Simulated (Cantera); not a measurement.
Input: 1 mol FeS, 35 mol H2, 74 mol N2, equilibrated at 0.100 bar.

These are equilibrium values from Cantera (NASA tables, ideal gas, pure condensed phases), not measurements of a reactor. Candidate condensed phases: Fe, FeS, FeS2, S; 16 gas species. Metal and sulfide melt together well below either melting point, which pure phases cannot show. Mutual solubility and eutectic melting of coexisting phases are not modelled. FeS: taken at fixed stoichiometry. Gases not in the tables: S3 to S7. Equilibrium is a limit: real reactors are often held back by kinetics, nucleation or transport.

Question: Which condensed phases are stable at each of these points (T (°C)): 700, 800, 900, 1000, 1100, 1200, 1300, 1400, 1500, 1600, 1700?

Answer: 
| T (°C) | condensed phases | Fe condensed (%) |
|---|---|---|
| 700 | Fe(α) + FeS(s) | 100.0 |
| 800 | Fe(α) + FeS(s) | 100.0 |
| 900 | Fe(α) + FeS(s) | 100.0 |
| 1000 | Fe(γ) + FeS(s) | 100.0 |
| 1100 | Fe(γ) + FeS(s) | 100.0 |
| 1200 | Fe(γ) + FeS(l) | 100.0 |
| 1300 | Fe(γ) + FeS(l) | 99.9 |
| 1400 | Fe(δ) | 99.6 |
| 1500 | Fe(δ) | 97.8 |
| 1600 | Fe(l) | 91.3 |
| 1700 | Fe(l) | 70.6 |

From 700 °C to 900 °C the condensed part is Fe(α) + FeS(s). From 1000 °C to 1100 °C the condensed part is Fe(γ) + FeS(s). From 1200 °C to 1300 °C the condensed part is Fe(γ) + FeS(l). From 1400 °C to 1500 °C the condensed part is Fe(δ). From 1600 °C to 1700 °C the condensed part is Fe(l).
